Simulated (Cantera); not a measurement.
What does this Cantera script print?

```python
import numpy as np
import cantera as ct

gas_names = """
    AL ALH ALN AL2 H H2 N NH NH2 NH3 N2 N2H2 N2H4
""".split()
cond_names = """
    AL(cr) AL(L) ALN(s)
""".split()


def load(file, names, dense=False):
    # The tables refer to 1 bar. Condensed volumes are neglected.
    table = {s.name: s for s in ct.Species.list_from_file(file)}
    out = []
    for n in names:
        d = dict(table[n].input_data)
        d["thermo"] = dict(d["thermo"], **{"reference-pressure": 1e5})
        if dense:
            d["equation-of-state"] = {"model": "constant-volume", "density": "1e6 g/cm^3"}
        out.append(ct.Species.from_dict(d))
    return out


gas = ct.Solution(thermo="ideal-gas", species=load("nasa_gas.yaml", gas_names))
cond = {s.name: ct.Solution(thermo="fixed-stoichiometry", species=[s], name=s.name)
        for s in load("nasa_condensed.yaml", cond_names, dense=True)}
atoms = {
    'AlN': {'AL': 1, 'N': 1},
    'H2': {'H': 2},
}
top_T = {'ALN(s)': 2750}  # K; cautious upper limits of use, not melting points


def equilibrate(T, P, feed):
    n = {}
    for name, mol in feed.items():
        for a, k in atoms[name].items():
            n[a] = n.get(a, 0.0) + k * mol
    gas.TPX = T, P, n
    mass = sum(n.values()) * gas.mean_molecular_weight
    gas.equilibrate("TP")
    valid = [c for c in cond.values() if c.min_temp <= T <= top_T.get(c.name, c.max_temp)]
    mix = ct.Mixture([(gas, mass / gas.mean_molecular_weight)] + [(c, 0.0) for c in valid])
    mix.T, mix.P = T, P
    mix.equilibrate("TP", solver="vcs", rtol=1e-11, max_steps=5000)
    return mix


results = []
feed = {'AlN': 1, 'H2': 0.027}  # mol
P = 8.2  # Pa
for T in [1548, 1648, 1748, 1848, 1948, 2048, 2148, 2248, 2348, 2448, 2548]:
    mix = equilibrate(T, P, feed)
    results.append((T, P, feed, dict(zip(mix.species_names, mix.species_moles))))

top = {s: max(r[3][s] / sum(r[3][g] for g in gas_names) for r in results) for s in gas_names}
cols = sorted((s for s in top if top[s] > 0.001), key=lambda s: -top[s])[:6]
seen = [c for c in cond_names if any(r[3].get(c, 0) > 1e-12 for r in results)]
print("log10 of partial pressures in bar; condensed amounts in mol")
print(f"{'T/K':>10s}" + "".join(f"{s[:9]:>10s}" for s in cols + seen))
for T, P, feed, n in results:
    ng = sum(n[g] for g in gas_names)
    print(f"{T:10.4g}" + "".join(f"{np.log10(max(n[s] / ng * P / 1e5, 1e-99)):10.3f}" for s in cols)
          + "".join(f"{n.get(c, 0):10.4g}" for c in seen))
```

Output:

```
log10 of partial pressures in bar; condensed amounts in mol
       T/K        H2        AL        N2         H       ALH    ALN(s)
      1548    -4.092    -6.248    -6.546    -6.558    -8.292    0.9998
      1648    -4.125    -5.380    -5.679    -6.113    -7.589    0.9985
      1748    -4.359    -4.613    -4.912    -5.821    -7.071    0.9852
      1848    -5.940    -4.272    -4.572    -6.245    -7.638         0
      1948    -6.047    -4.273    -4.574    -5.970    -7.799         0
      2048    -6.238    -4.275    -4.576    -5.769    -7.992         0
      2148    -6.530    -4.276    -4.577    -5.645    -8.226         0
      2248    -6.902    -4.277    -4.578    -5.585    -8.492         0
      2348    -7.304    -4.277    -4.578    -5.561    -8.765         0
      2448    -7.701    -4.278    -4.579    -5.551    -9.030         0
      2548    -8.076    -4.278    -4.579    -5.548    -9.279         0
```

Cantera equilibrium calculation (NASA polynomials, part measured and part estimated; ideal gas, pure solids and liquids).
